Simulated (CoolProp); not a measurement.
R507A at several states: Z from the reference equation and from simpler models built on Tc = 70.6 °C, pc = 3705 kPa, ω = 0.286; each cubic takes its own stable root.

Model: reference Helmholtz-energy equation of state, Lemmon 2003, in CoolProp. It is a pseudo-pure fit of the blend.

```tsv
T (°C)	p (kPa)	phase	reference	van der Waals	Redlich-Kwong	Soave-Redlich-Kwong	Peng-Robinson
70.25	6060	liquid	0.2464	0.3697	0.3035	0.3033	0.2731
4.75	14100	liquid	0.4992	0.7918	0.5789	0.5635	0.5011
157.55	6710	supercritical	0.7074	0.6293	0.6780	0.7542	0.7186
```
